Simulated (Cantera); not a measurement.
Cantera with NASA thermochemical tables; ideal gases at 1 bar, condensed phases pure. Values are per mole of reaction as written; species without (g) are pure solids or liquids, kept so even where they would boil at 1 bar.

P4O10(g) → 2 P2(g) + 10 O(g)

```tsv
T (K)	ΔH° (kJ)	ΔS° (J/K)	ΔG° (kJ)	log10 K
300	5683.4	1643.5	5190.3	-903.70
1548	…	…	…	…
1748	…	…	…	…
1948	5658.9	1649.8	2445.0	-65.56
2148	…	…	…	…
2348	…	…	…	…
```

Task: What belongs in the gaps?

Result: 
- 1548, ΔH° (kJ): 5675.0
- 1548, ΔS° (J/K): 1659.1
- 1548, ΔG° (kJ): 3106.8
- 1548, log10 K: -104.83
- 1748, ΔH° (kJ): 5667.2
- 1748, ΔS° (J/K): 1654.3
- 1748, ΔG° (kJ): 2775.4
- 1748, log10 K: -82.93
- 2148, ΔH° (kJ): 5650.3
- 2148, ΔS° (J/K): 1645.7
- 2148, ΔG° (kJ): 2115.4
- 2148, log10 K: -51.44
- 2348, ΔH° (kJ): 5641.6
- 2348, ΔS° (J/K): 1641.8
- 2348, ΔG° (kJ): 1786.7
- 2348, log10 K: -39.75
